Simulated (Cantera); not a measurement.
What does this Cantera script print?

```python
import numpy as np
import cantera as ct

gas = ct.Solution("gri30.yaml")
gas.TPX = 775, 1000000, {'CH4': 1, 'C2H6': 0.038, 'C3H8': 0.037, 'O2': 2.44, 'N2': 9.17}
inlet = ct.Reservoir(gas, clone=True)
gas.equilibrate("HP")  # start burning
reactor = ct.IdealGasConstPressureReactor(gas, energy="on", clone=False)
exhaust = ct.Reservoir(gas, clone=True)
tau = [0.062, 0.028, 0.013, 0.006, 0.0028, 0.0013, 0.00059, 0.00027, 0.00012, 5.7e-05, 2.6e-05, 1.2e-05][0]
for a, b in ((inlet, reactor), (reactor, exhaust)):
    ct.MassFlowController(a, b, mdot=lambda t: reactor.mass / tau)
net = ct.ReactorNet([reactor])
show = ['CH4', 'C2H6', 'C3H8', 'NO2', 'HCO', 'C2H', 'N2O']

rows = []
print(f"{'tau/s':>10s}{'T/K':>9s}" + "".join(f"{s:>11s}" for s in show))
for tau in [0.062, 0.028, 0.013, 0.006, 0.0028, 0.0013, 0.00059, 0.00027, 0.00012, 5.7e-05, 2.6e-05, 1.2e-05]:
    net.initial_time = 0.0
    net.advance(30 * tau)
    before = gas.X
    net.advance(40 * tau)
    drift = np.max(np.abs(gas.X - before) / (gas.X + 1e-9))
    rows.append([gas.T, *gas[show].X, drift])
    print(f"{tau:10.3e}{gas.T:9.1f}" + "".join(f"{x:11.3e}" for x in gas[show].X))
```

Output:

```
     tau/s      T/K        CH4       C2H6       C3H8        NO2        HCO        C2H        N2O
 6.200e-02   2504.3  3.273e-07  1.329e-09  1.789e-09  3.225e-06  9.454e-09  2.108e-10  8.743e-07
 2.800e-02   2504.5  7.175e-07  2.931e-09  3.941e-09  3.033e-06  1.381e-08  4.628e-10  8.825e-07
 1.300e-02   2504.6  1.518e-06  6.269e-09  8.407e-09  2.712e-06  2.302e-08  9.814e-10  8.949e-07
 6.000e-03   2504.0  3.196e-06  1.346e-08  1.794e-08  2.240e-06  4.318e-08  2.071e-09  9.097e-07
 2.800e-03   2501.3  6.563e-06  2.855e-08  3.761e-08  1.704e-06  8.611e-08  4.259e-09  9.230e-07
 1.300e-03   2494.1  1.328e-05  6.102e-08  7.846e-08  1.219e-06  1.790e-07  8.595e-09  9.343e-07
 5.900e-04   2478.9  2.662e-05  1.337e-07  1.645e-07  8.589e-07  3.868e-07  1.700e-08  9.460e-07
 2.700e-04   2453.0  5.109e-05  2.899e-07  3.335e-07  6.279e-07  8.337e-07  3.140e-08  9.533e-07
 1.200e-04   2412.7  9.784e-05  6.421e-07  6.746e-07  4.634e-07  1.850e-06  5.497e-08  9.420e-07
 5.700e-05   2363.0  1.783e-04  1.327e-06  1.273e-06  3.437e-07  3.841e-06  8.635e-08  9.047e-07
 2.600e-05   2296.2  3.525e-04  2.915e-06  2.546e-06  2.371e-07  8.291e-06  1.348e-07  8.357e-07
 1.200e-05   2209.4  7.919e-04  7.055e-06  5.632e-06  1.465e-07  1.780e-05  2.212e-07  7.288e-07
```

Detailed kinetics in Cantera: GRI-Mech 3.0 (53 species, 325 reactions).
